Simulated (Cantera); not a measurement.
Feed: 1 mol Al(CH₃)₃, 44 mol N₂O, 19 mol H₂, at 1875 K and 1.00 bar.

Cantera equilibrium calculation (NASA polynomials, part measured and part estimated; ideal gas, pure solids and liquids). Candidate condensed phases: Al, AlN, Al₂O₃, C, C₆H₆, C₇H₈, C₈H₁₈, H₂O; 148 gas species. The feed counts by its element totals alone. Gases not in the tables: Al(OH)₃. Kinetics and transport are ignored.

Base state: N₂ 0.570, H₂O 0.304, O₂ 0.0826, CO₂ 0.0389, NO 0.00283, OH 0.00147, H₂ 0.000112, O 6.91e-5 (mole fractions); condensed: Al₂O₃(s).

Task: What changes in the equilibrium state with this change: H₂ from 19 to 1.6 mol?

Result: 
| species | before | after |
|---|---|---|
| N₂ | 0.570 | 0.642 |
| O₂ | 0.0826 | 0.220 |
| H₂O | 0.304 | 0.0888 |
| CO₂ | 0.0389 | 0.0439 |
| H₂ | 0.000112 | 2.00e-5 |
| NO₂ | 3.85e-6 | 1.09e-5 |
| NO | 0.00283 | 0.00490 |
| Al₂O₃(s), mol | 0.500 | 0.500 |
